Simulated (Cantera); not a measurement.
# Aluminium nitride and oxide growth: Al(CH3)3 + N2O + N2

Feed: 1 mol Al(CH3)3, a varied amount of N2O, 2.5 mol N2, equilibrated at 1052 °C and 2100 Pa.

Equilibrium computed with Cantera from the NASA thermochemical tables; the gas is ideal and each condensed phase is pure. Candidate condensed phases: Al, AlN, Al2O3, C, C6H6, C7H8, C8H18, H2O; 148 gas species. The feed counts by its element totals alone. The numbers say what is thermodynamically allowed, not how fast it happens.

From 1.9 mol N2O to 2.9 mol N2O the condensed part is Al2O3(s) + C(graphite). From 4.5 mol N2O to 39 mol N2O the condensed part is Al2O3(s).

```json
[
 {"n(N2O) (mol)": "1.9", "log p N2": "-2.00", "log p H2": "-1.99", "log p O2": "<-13", "log p CO": "-3.04", "log p H2O": "-7.18", "log p CO2": "-8.50", "n Al2O3(s)": "0.500", "n C(graphite)": "2.60"},
 {"n(N2O) (mol)": "2.9", "log p N2": "-2.00", "log p H2": "-2.08", "log p O2": "<-13", "log p CO": "-2.58", "log p H2O": "-6.81", "log p CO2": "-7.58", "n Al2O3(s)": "0.500", "n C(graphite)": "1.60"},
 {"n(N2O) (mol)": "4.5", "log p N2": "-1.99", "log p H2": "-2.19", "log p O2": "<-13", "log p CO": "-2.36", "log p H2O": "-6.22", "log p CO2": "-6.67", "n Al2O3(s)": "0.500", "n C(graphite)": "0"},
 {"n(N2O) (mol)": "6.9", "log p N2": "-1.93", "log p H2": "-2.45", "log p O2": "<-13", "log p CO": "-2.55", "log p H2O": "-2.68", "log p CO2": "-3.05", "n Al2O3(s)": "0.500", "n C(graphite)": "0"},
 {"n(N2O) (mol)": "11", "log p N2": "-1.87", "log p H2": "-3.33", "log p O2": "-11.87", "log p CO": "-3.27", "log p H2O": "-2.39", "log p CO2": "-2.61", "n Al2O3(s)": "0.500", "n C(graphite)": "0"},
 {"n(N2O) (mol)": "16", "log p N2": "-1.86", "log p H2": "-7.93", "log p O2": "-2.82", "log p CO": "-7.84", "log p H2O": "-2.47", "log p CO2": "-2.65", "n Al2O3(s)": "0.500", "n C(graphite)": "0"},
 {"n(N2O) (mol)": "25", "log p N2": "-1.86", "log p H2": "-8.27", "log p O2": "-2.48", "log p CO": "-8.18", "log p H2O": "-2.64", "log p CO2": "-2.82", "n Al2O3(s)": "0.500", "n C(graphite)": "0"},
 {"n(N2O) (mol)": "39", "log p N2": "-1.86", "log p H2": "-8.52", "log p O2": "-2.34", "log p CO": "-8.43", "log p H2O": "-2.82", "log p CO2": "-3.00", "n Al2O3(s)": "0.500", "n C(graphite)": "0"}
]
```
log p: log10 of the partial pressure in bar; n: condensed amount in mol.
